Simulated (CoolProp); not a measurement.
The fluoroketone C6F12O (FK-5-1-12) along the isobar 26.7 bar: fugacity coefficient from the reference equation and from simpler models built on Tc = 168.7 °C, pc = 18.69 bar, ω = 0.471; each cubic takes its own stable root.

Values from CoolProp's reference Helmholtz-energy equation of state, McLinden 2015.

```
T (°C)          phase  reference  van der Waals  Soave-Redlich-Kwong
------  -------------  ---------  -------------  -------------------
-62.25         liquid        ___        0.02123             7.219e-5
-32.85         liquid  0.0007724        0.04699            0.0008190
-3.55          liquid   0.004762        0.08671             0.004907
25.85          liquid    0.01867            ___              0.01912
55.15          liquid    0.05276         0.2088              0.05424
84.45          liquid     0.1178            ___                  ___
113.85         liquid     0.2207         0.3747               0.2295
143.15         liquid     0.3584            ___               0.3726
172.55  supercritical        ___         0.5556                  ___
```

### Question
Fill in the missing entries.

### Answer

- -62.25, reference: 6.310e-5
- 25.85, van der Waals: 0.1411
- 84.45, van der Waals: 0.2876
- 84.45, Soave-Redlich-Kwong: 0.1220
- 143.15, van der Waals: 0.4654
- 172.55, reference: 0.5171
- 172.55, Soave-Redlich-Kwong: 0.5327
